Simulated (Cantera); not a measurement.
An isothermal, constant-pressure homogeneous reactor starts with C2H6 : N2 = 1 : 1.6 (molar parts), at 1348 K and 0.000276 atm.

Cantera simulation using GRI-Mech 3.0 (53 species, 325 reactions); the numbers are that mechanism's predictions, not measurements. GRI-Mech 3.0 stops at C3 and has no aromatics, soot or wall deposition, so with more carbon than oxygen in the feed, carbon stays in small species such as C2H2 where larger ones or solid carbon would form. Radical loss at walls, strong at low pressure, is not modelled.

x: mole fraction; the columns are a selection and need not sum to one.

```csv
t (s),x C2H6,x HCN,x C2H2,x C2H4,x CH4,x H2
0.000300,0.385,<1e-12,<1e-12,8.20e-9,3.31e-7,6.33e-9
0.00111,0.384,<1e-12,<1e-12,[?],[?],[?]
0.00413,0.384,<1e-12,1.68e-10,1.98e-5,6.00e-5,1.82e-5
0.0153,0.380,5.31e-11,2.00e-7,0.000900,0.000729,0.000864
0.0569,0.344,2.97e-9,0.000124,0.0192,0.00833,0.0167
0.211,0.157,1.45e-8,0.00871,0.114,0.0748,0.0964
0.783,0.00654,2.96e-8,0.0628,0.133,0.157,0.181
2.91,0.000199,3.05e-8,0.102,0.0918,0.152,0.220
10.8,1.17e-5,2.98e-8,0.127,0.0623,0.147,0.243
40.0,[?],2.91e-8,[?],[?],0.143,[?]
```

**Question.** What belongs in the gaps?

**Answer.** 
- 0.00111, x C2H4: 4.01e-7
- 0.00111, x CH4: 4.51e-6
- 0.00111, x H2: 2.96e-7
- 40.0, x C2H6: 2.19e-6
- 40.0, x C2H2: 0.150
- 40.0, x C2H4: 0.0351
- 40.0, x H2: 0.263
